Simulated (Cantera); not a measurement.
Cantera run:

```python
import numpy as np
import cantera as ct

gas_names = """
    C CO CO2 C2 C2O C3 C3O2 C4 C5 O O2 O3 Si SiC SiC2 SiO SiO2 Si2 Si2C Si3
""".split()
cond_names = """
    C(gr) Si(cr) Si(L) SiC(b) SiO2(Lqz) SiO2(hqz) SiO2(L)
""".split()


def load(file, names, dense=False):
    # The tables refer to 1 bar. Condensed volumes are neglected.
    table = {s.name: s for s in ct.Species.list_from_file(file)}
    out = []
    for n in names:
        d = dict(table[n].input_data)
        d["thermo"] = dict(d["thermo"], **{"reference-pressure": 1e5})
        if dense:
            d["equation-of-state"] = {"model": "constant-volume", "density": "1e6 g/cm^3"}
        out.append(ct.Species.from_dict(d))
    return out


gas = ct.Solution(thermo="ideal-gas", species=load("nasa_gas.yaml", gas_names))
cond = {s.name: ct.Solution(thermo="fixed-stoichiometry", species=[s], name=s.name)
        for s in load("nasa_condensed.yaml", cond_names, dense=True)}
atoms = {
    'SiO2': {'Si': 1, 'O': 2},
    'C': {'C': 1},
    'CO': {'C': 1, 'O': 1},
}
top_T = {'C(gr)': 4500, 'SiC(b)': 3050}  # K; cautious upper limits of use, not melting points


def equilibrate(T, P, feed):
    n = {}
    for name, mol in feed.items():
        for a, k in atoms[name].items():
            n[a] = n.get(a, 0.0) + k * mol
    gas.TPX = T, P, n
    mass = sum(n.values()) * gas.mean_molecular_weight
    gas.equilibrate("TP")
    valid = [c for c in cond.values() if c.min_temp <= T <= top_T.get(c.name, c.max_temp)]
    mix = ct.Mixture([(gas, mass / gas.mean_molecular_weight)] + [(c, 0.0) for c in valid])
    mix.T, mix.P = T, P
    mix.equilibrate("TP", solver="vcs", rtol=1e-11, max_steps=5000)
    return mix


results = []
feed = {'SiO2': 1, 'C': 2.9, 'CO': 0.27}  # mol
T = 850  # K
P = 54000  # Pa
mix = equilibrate(T, P, feed)
results.append((T, P, feed, dict(zip(mix.species_names, mix.species_moles))))
print(gas.report(threshold=0.001))
for i in range(1, mix.n_phases):
    print(f"{mix.phase(i).name:16s} {mix.phase_moles(i):12.5e} mol")
```

Output:

```
       temperature   850 K
          pressure   54000 Pa
           density   0.30529 kg/m^3
  mean mol. weight   39.956 kg/kmol
   phase of matter   gas

                          1 kg             1 kmol
                     ---------------   ---------------
          enthalpy       -7.4733e+06        -2.986e+08  J
   internal energy       -7.6502e+06       -3.0567e+08  J
           entropy            6569.8         2.625e+05  J/K
    Gibbs function       -1.3058e+07       -5.2173e+08  J
 heat capacity c_p            1180.6             47173  J/K
 heat capacity c_v            972.55             38859  J/K

                      mass frac. Y      mole frac. X     chem. pot. / RT
                     ---------------   ---------------   ---------------
                CO            0.1776           0.25335           -42.824
               CO2            0.8224           0.74665           -84.341
     [  +18 minor]        3.6224e-16        2.1275e-16

C(gr)             3.01542e+00 mol
Si(cr)            0.00000e+00 mol
SiC(b)            0.00000e+00 mol
SiO2(hqz)         1.00000e+00 mol
```

Equilibrium computed with Cantera from the NASA thermochemical tables; the gas is ideal and each condensed phase is pure.
